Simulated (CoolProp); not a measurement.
Vapour-liquid equilibrium of isobutene (1) + acetone (2) at 0.338 MPa; x and y are mole fractions of (1).

Values from CoolProp's multi-fluid Helmholtz-energy mixture model, Lemmon 2005 and Lemmon 2006; pair parameters Bell 2016.

Give the bubble temperature and the first vapour's composition at x = 0.05, 0.25, 0.35. Is there an azeotrope?

x = 0.05: 82.9 °C, y = 0.319; x = 0.25: 51.6 °C, y = 0.778; x = 0.35: 44.8 °C, y = 0.839. No azeotrope shows between x = 0.05 and 0.95.

The pair parameters rest on a limited set of measurements; away from them the model extrapolates.
